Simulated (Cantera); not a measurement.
Feed: 1 mol CH₃F, 1.4 mol F₂, 0.029 mol CH₄.

Cantera equilibrium calculation (NASA polynomials, part measured and part estimated; ideal gas, pure solids and liquids). Candidate condensed phases: C, C₆H₆, C₇H₈, C₈H₁₈; 95 gas species. The numbers say what is thermodynamically allowed, not how fast it happens.

Problem. What condenses at these points (T in K, P in Pa): (3048, 27); (2148, 1); (2898, 1); (3348, 19000); (3048, 140)?

Solution. 
```json
[
 {"T (K)": "3048", "P in Pa": "27", "condensed phases": "gas only", "C condensed (%)": "0.0"},
 {"T (K)": "2148", "P in Pa": "1", "condensed phases": "C", "C condensed (%)": "99.0"},
 {"T (K)": "2898", "P in Pa": "1", "condensed phases": "gas only", "C condensed (%)": "0.0"},
 {"T (K)": "3348", "P in Pa": "19000", "condensed phases": "C", "C condensed (%)": "14.9"},
 {"T (K)": "3048", "P in Pa": "140", "condensed phases": "gas only", "C condensed (%)": "0.0"}
]
```
